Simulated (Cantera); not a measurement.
**Ignition delay**

Mixture: 5.14 % CH₄, 0.390 % CO, 19.8 % O₂, 74.5 % N₂, 0.246 % H₂O, at 5.00 bar, adiabatic and at constant volume. Ignition delay is the time to a rise of 400 K.

Computed with Cantera and GRI-Mech 3.0 (53 species, 325 reactions).

```csv
T0 (K),delay (ms)
1125,21.1
1225,5.36
1325,1.58
1425,0.530
1525,0.201
1625,0.0855
1725,0.0407
1825,0.0213
1925,0.0121
```

```yaml
apparent activation energy between 1725 and 1925 K: 170 kJ/mol
```
